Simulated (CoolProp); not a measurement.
Vapour-liquid equilibrium of ethylene (1) + ethane (2) at 137 kPa; x and y are mole fractions of (1).

Model: multi-fluid Helmholtz-energy mixture model, Smukala 2000 and Bücker 2006; pair parameters Bell 2016, in CoolProp.

| x | bubble temperature, mixture model (K) | bubble temperature, Raoult's law (K) | y, mixture model | y, Raoult's law |
|---|---|---|---|---|
| 0.05 | 188.9 | 189.2 | 0.115 | 0.104 |
| 0.15 | 186.4 | 187.1 | 0.295 | 0.282 |
| 0.25 | 184.4 | 185.1 | … | 0.429 |
| 0.35 | 182.7 | 183.3 | 0.545 | 0.550 |
| 0.45 | 181.2 | 181.7 | 0.640 | 0.652 |
| 0.55 | 179.9 | 180.2 | 0.723 | 0.738 |
| 0.65 | … | 178.8 | 0.797 | 0.812 |
| 0.75 | 177.4 | 177.5 | 0.863 | 0.876 |
| 0.85 | 176.3 | 176.3 | … | 0.930 |
| 0.95 | 175.2 | 175.2 | 0.976 | 0.978 |

Task: Some entries are withheld; supply them.

Result: 
- 0.25, y, mixture model: 0.433
- 0.65, bubble temperature, mixture model (K): 178.6
- 0.85, y, mixture model: 0.923

The largest gap from Raoult's law is -0.7 K in bubble temperature, at x = 0.25. No azeotrope shows between x = 0.05 and 0.95.

The pair parameters rest on a limited set of measurements; away from them the model extrapolates.
